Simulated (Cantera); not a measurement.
**Stirred combustor or abatement burner**

A perfectly stirred reactor is fed with 3.47 % CH₄, 1.98 % CO, 19.8 % O₂, 74.7 % N₂, equivalence ratio 0.40, at 830000 Pa; it is adiabatic with a 700 K inlet, and is followed from long to short residence time, starting on the burning branch (τ in s: 0.38, 0.12, 0.04, 0.013, 0.0042, 0.0014, 0.00045, 0.00015, 4.7e-05).

Model: GRI-Mech 3.0 (53 species, 325 reactions), integrated in Cantera.

```
τ (s)    T (K)     x CH₄      x CO   x O₂     x CH₃      x H     x HCN
-------  -----  --------  --------  -----  --------  -------  --------
0.38      1648   2.40e-6   4.38e-5  0.120   3.23e-7  7.57e-8  8.33e-10
0.12      1648   5.98e-6  0.000110  0.120   8.44e-7  1.72e-7   1.14e-9
0.040     1646   1.35e-5  0.000254  0.120   1.96e-6  4.38e-7   1.70e-9
0.013     1643   3.03e-5  0.000592  0.120   4.42e-6  1.21e-6   2.63e-9
0.0042    1635   6.97e-5   0.00141  0.121   9.71e-6  3.42e-6   3.71e-9
0.0014    1616  0.000172   0.00349  0.122   2.11e-5  9.11e-6   4.23e-9
0.00045    700    0.0347    0.0198  0.198  1.39e-12   <1e-12    <1e-12
0.00015    700    0.0347    0.0198  0.198    <1e-12   <1e-12    <1e-12
4.7e-5     700    0.0347    0.0198  0.198    <1e-12   <1e-12    <1e-12
```
x: mole fraction; the columns are a selection and need not sum to one.
